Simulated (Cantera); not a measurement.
An adiabatic, constant-pressure homogeneous reactor starts with H₂ : O₂ : N₂ : NO = 1 : 0.575 : 2.16 : 0.005 (molar parts), at 1400 K and 66000 Pa.

Detailed kinetics in Cantera: GRI-Mech 3.0 (53 species, 325 reactions).

x: mole fraction; the columns are a selection and need not sum to one.

```tsv
t (s)	T (K)	x H₂	x O₂	x NO	x O	x N₂O	x NO₂	x N₂
5.00e-6	1400	0.267	0.154	0.00134	1.45e-7	1.31e-10	___	0.578
1.01e-5	1400	0.267	0.154	0.00134	2.45e-6	6.87e-10	___	0.578
2.05e-5	1404	0.260	0.151	0.00134	0.000626	3.49e-8	___	0.578
4.16e-5	1851	0.0489	0.0459	0.00139	0.0293	5.18e-8	___	0.595
8.44e-5	2218	0.0476	0.0391	0.00148	0.0225	6.31e-8	___	0.613
0.000171	2504	0.0414	0.0339	0.00164	0.0157	1.17e-7	___	0.627
0.000347	2699	0.0342	0.0300	0.00218	0.0107	2.79e-7	___	0.637
0.000702	2749	0.0319	0.0286	0.00351	0.00936	3.69e-7	___	0.639
0.00142	2748	0.0320	0.0277	0.00579	0.00910	3.85e-7	___	0.638
0.00289	2745	0.0322	0.0266	0.00860	0.00881	4.11e-7	___	0.637
0.00585	2743	0.0324	0.0260	0.0104	0.00863	4.33e-7	2.09e-6	0.636
0.0119	2743	0.0324	0.0259	0.0107	0.00860	4.38e-7	2.15e-6	0.636
0.0240	2743	0.0324	0.0259	0.0107	0.00860	4.38e-7	2.16e-6	0.636
0.0487	2743	0.0324	0.0259	0.0107	0.00860	4.38e-7	2.16e-6	0.636
0.0987	2743	0.0324	0.0259	0.0107	0.00860	4.38e-7	2.16e-6	0.636
0.200	2743	0.0324	0.0259	0.0107	0.00860	4.38e-7	2.16e-6	0.636
```

Problem. Fill in the missing entries.

Solution. 
- 5.00e-6, x NO₂: 1.19e-8
- 1.01e-5, x NO₂: 6.03e-8
- 2.05e-5, x NO₂: 3.36e-7
- 4.16e-5, x NO₂: 9.24e-8
- 8.44e-5, x NO₂: 1.01e-7
- 0.000171, x NO₂: 1.76e-7
- 0.000347, x NO₂: 3.97e-7
- 0.000702, x NO₂: 7.33e-7
- 0.00142, x NO₂: 1.20e-6
- 0.00289, x NO₂: 1.75e-6
